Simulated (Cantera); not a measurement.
A closed system holds: 1 mol CaCl2, 0.73 mol HCl, 12 mol H2, at 1725 K and 10.0 mbar.

Cantera equilibrium calculation (NASA polynomials, part measured and part estimated; ideal gas, pure solids and liquids). Candidate condensed phases: Ca, CaCl2; 9 gas species. Rates play no part.

Base state: H2 0.872, CaCl2 0.0726, HCl 0.0532, H 0.00173, CaCl 0.000145, Cl 8.19e-5 (mole fractions); condensed: gas only.

What changes in the equilibrium state with this change: temperature from 1725 K to 1175 K?


```tsv
species	before	after
H2	0.872	0.942
HCl	0.0532	0.0573
CaCl2	0.0726	0.000388
CaCl	0.000145	<1e-9
H	0.00173	1.19e-6
CaCl2(l), mol	0	0.995
```
